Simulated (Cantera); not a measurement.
Feed: 1 mol SiCl4, 1.7 mol Cl2, 0.87 mol H2, equilibrated at 1675 K and 4730 Torr.

These are equilibrium values from Cantera (NASA tables, ideal gas, pure condensed phases), not measurements of a reactor. Candidate condensed phases: Si; 19 gas species. The tables' values for SiCl3 are old estimates; treat these amounts as uncertain. Equilibrium is a limit: real reactors are often held back by kinetics, nucleation or transport.

Base state: HCl 0.480, SiCl4 0.276, Cl2 0.213, Cl 0.0309, SiCl3 6.76e-5 (mole fractions); condensed: gas only.

Task: What changes in the equilibrium state with this change: pressure from 4730 Torr to 100 Torr?

Result: 
```
species   before     after
-------  -------  --------
HCl        0.480     0.447
SiCl4      0.276     0.256
Cl        0.0309     0.166
Cl2        0.213     0.130
SiCl3    6.76e-5  0.000553
```
